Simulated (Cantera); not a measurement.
Input: 1 mol Si3H8, 0.3 mol Cl2, 30 mol H2, held at 1350 K and 1 atm.

These are equilibrium values from Cantera (NASA tables, ideal gas, pure condensed phases), not measurements of a reactor. Candidate condensed phases: Si; 19 gas species. The feed counts by its element totals alone. The tables' values for SiCl3 are old estimates; treat these amounts as uncertain. The numbers say what is thermodynamically allowed, not how fast it happens.

Base state: H2 0.984, HCl 0.0152, SiCl2 0.000656, SiHCl3 0.000154, SiH2Cl2 8.35e-5, SiCl3 7.39e-5, SiCl4 4.14e-5, SiH3Cl 1.29e-5 (mole fractions); condensed: Si(s).

### Question
What changes in the equilibrium state with this change: Si3H8 replaced by SiHCl3?

### Answer
```json
[
 {"species": "H2", "before": "0.984", "after": "0.928"},
 {"species": "HCl", "before": "0.0152", "after": "0.0495"},
 {"species": "SiCl2", "before": "0.000656", "after": "0.00743"},
 {"species": "SiCl4", "before": "4.14e-5", "after": "0.00531"},
 {"species": "SiCl3", "before": "7.39e-5", "after": "0.00281"},
 {"species": "SiHCl3", "before": "0.000154", "after": "0.00570"},
 {"species": "SiH2Cl2", "before": "8.35e-5", "after": "0.000892"},
 {"species": "SiH3Cl", "before": "1.29e-5", "after": "3.97e-5"},
 {"species": "Si(s), mol", "before": "2.96", "after": "0.293"}
]
```

### Question
What changes in the equilibrium state with this change: Cl2 from 0.3 to 0.031 mol?

### Answer
```tsv
species	before	after
H2	0.984	0.998
HCl	0.0152	0.00180
SiCl2	0.000656	9.11e-6
SiCl4	4.14e-5	7.99e-9
SiCl3	7.39e-5	1.21e-7
SiHCl3	0.000154	2.54e-7
Si(s), mol	2.96	3.00
```
